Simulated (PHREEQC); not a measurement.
**Acid mine or pickling water: an equilibrium model**

Model water analysis in mg/kgw, 20 °C, pH 3.95, pe 12.2:

```
constituent  mg/kgw
-----------  ------
Na               15
K               1.2
Ca             38.5
Mg              155
Cl               18
S(6) as SO4     688
N(5) as NO3   0.324
F              2.67
```

Valence states are taken as typed.

Computed with PHREEQC (ion-association model, wateq4f.dat).

Each row changes one thing in this solution. This is a speciation only: nothing precipitates in the calculation.

| case | ionic strength (mol/kgw) | SO4-2 (mol/kgw) | Mg+2 (mol/kgw) | MgSO4 (mol/kgw) | F- (mol/kgw) | HSO4- (mol/kgw) | SI of Fluorite (CaF2) | SI of Gypsum (CaSO4:2H2O) |
|---|---|---|---|---|---|---|---|---|
| as made | 0.0220 | 0.00521 | 0.00468 | 0.00167 | 0.000108 | 3.37e-5 | -0.78 | -1.32 |
| temperature from 20 to 85 °C at the same typed pH | 0.0156 | 0.00356 | 0.00314 | 0.00321 | 7.85e-5 | (withheld) | (withheld) | -1.31 |
| Na from 15 to 30 mg/kgw | 0.0223 | 0.00521 | 0.00469 | 0.00167 | 0.000108 | (withheld) | -0.78 | -1.32 |

Some entries are withheld; supply them.


- temperature from 20 to 85 °C at the same typed pH, HSO4- (mol/kgw): 0.000122
- temperature from 20 to 85 °C at the same typed pH, SI of Fluorite (CaF2): -1.53
- Na from 15 to 30 mg/kgw, HSO4- (mol/kgw): 3.36e-5

Complexes and solids missing from the database can't appear. At this temperature some constants are extrapolated from 25 °C, and those without enthalpy data are left unchanged.
